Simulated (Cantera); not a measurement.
Input (Python, Cantera):

```python
import numpy as np
import cantera as ct

gas = ct.Solution("gri30.yaml")
gas.TPX = 1600, 2666, {'CH4': 1, 'H2': 2.9}
reactor = ct.IdealGasConstPressureReactor(gas, energy="off", clone=False)
net = ct.ReactorNet([reactor])
net.rtol, net.atol = 1e-08, 1e-18
show = ['CH4', 'H2', 'C2H4', 'C2H6', 'CH2', 'C2H2']
times = np.geomspace(0.0002, 200, 11)

steps = ct.SolutionArray(gas, extra=["t"])
rows = []
print(f"{'t/s':>10s}{'T/K':>9s}{'P/Pa':>11s}" + "".join(f"{s:>11s}" for s in show))
for t in times:
    while net.time < t:
        t_next = net.step()
        steps.append(gas.state, t=t_next)
    rows.append([np.interp(t, steps.t, y) for y in (steps.T, steps.P, *steps(*show).X.T)])
    print(f"{t:10.3e}{rows[-1][0]:9.1f}{rows[-1][1]:11.4g}" + "".join(f"{x:11.3e}" for x in rows[-1][2:]))
rate = np.gradient(steps.T, steps.t)
print("integrator steps:", len(steps.t))
if steps.T.max() > steps.T[0] + 200:
    print(f"time of steepest temperature rise: {steps.t[rate.argmax()]:.4e} s")
gas.TPX = 1600, 2666, {'CH4': 1, 'H2': 2.9}
gas.equilibrate("TP")
print(f"equilibrium (TP): T = {gas.T:.1f} K  " + "  ".join(f"{s} {gas[s].X[0]:.3e}" for s in show))
```

Result:

```
       t/s      T/K       P/Pa        CH4         H2       C2H4       C2H6        CH2       C2H2
 2.000e-04   1600.0       2666  2.564e-01  7.436e-01  5.291e-10  4.879e-10  1.703e-11  2.387e-13
 7.962e-04   1600.0       2666  2.564e-01  7.436e-01  3.982e-08  3.006e-08  3.081e-10  8.397e-11
 3.170e-03   1600.0       2666  2.562e-01  7.436e-01  2.586e-06  1.400e-06  4.805e-09  3.082e-08
 1.262e-02   1600.0       2666  2.553e-01  7.438e-01  1.449e-04  2.923e-05  5.778e-08  1.464e-05
 5.024e-02   1600.0       2666  2.459e-01  7.490e-01  1.737e-03  8.475e-05  1.683e-07  2.082e-03
 2.000e-01   1600.0       2666  2.075e-01  7.722e-01  1.637e-03  6.351e-05  1.538e-07  1.753e-02
 7.962e-01   1600.0       2666  1.239e-01  8.228e-01  7.565e-04  2.610e-05  1.163e-07  5.175e-02
 3.170e+00   1600.0       2666  4.050e-02  8.732e-01  3.048e-04  3.707e-06  6.157e-08  8.552e-02
 1.262e+01   1600.0       2666  8.791e-03  8.923e-01  2.628e-04  2.258e-07  1.924e-08  9.826e-02
 5.024e+01   1600.0       2666  2.693e-03  8.960e-01  2.658e-04  3.354e-08  6.360e-09  1.007e-01
 2.000e+02   1600.0       2666  2.217e-03  8.963e-01  2.662e-04  2.690e-08  5.264e-09  1.009e-01
integrator steps: 1150
equilibrium (TP): T = 1600.0 K  CH4 2.216e-03  H2 8.963e-01  C2H4 2.662e-04  C2H6 2.690e-08  CH2 5.264e-09  C2H2 1.009e-01
```

Cantera simulation using GRI-Mech 3.0 (53 species, 325 reactions); the numbers are that mechanism's predictions, not measurements. GRI-Mech 3.0 stops at C3 and has no aromatics, soot or wall deposition, so with more carbon than oxygen in the feed, carbon stays in small species such as C2H2 where larger ones or solid carbon would form. Radical loss at walls, strong at low pressure, is not modelled.
